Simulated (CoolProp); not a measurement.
Vapour-liquid equilibrium of carbon dioxide (1) + n-perfluorobutane (2) at 276.5 K; x and y are mole fractions of (1).

Computed with CoolProp (multi-fluid Helmholtz-energy mixture model, Span 1996 and Gao 2022; pair parameters Bell 2016).

```
x     bubble pressure (bar)  y at the bubble point  dew pressure at overall composition x (bar)  liquid density (mol/L)
----  ---------------------  ---------------------  -------------------------------------------  ----------------------
0.05                  3.159                  0.599                                        1.319                   6.890
0.15                  7.539                  0.830                                        1.479                   7.471
0.25                  11.96                  0.891                                        1.680                   8.129
0.35                  15.85                  0.917                                        1.943                   8.881
0.45                  19.06                  0.931                                        2.300                   9.753
0.55                  21.81                  0.941                                        2.816                   10.78
0.65                  24.45                  0.950                                        3.626                   12.03
0.75                  27.40                  0.961                                        5.095                   13.61
0.85                  31.00                  0.974                                        8.600                   15.69
0.95                  35.50                  0.991                                        24.36                   18.62
```

No azeotrope shows between x = 0.05 and 0.95.

The pair parameters rest on a limited set of measurements; away from them the model extrapolates. The gap from Raoult's law changes sign with composition, which may be real or a fault of the pair parameters; it wasn't checked against measurements.
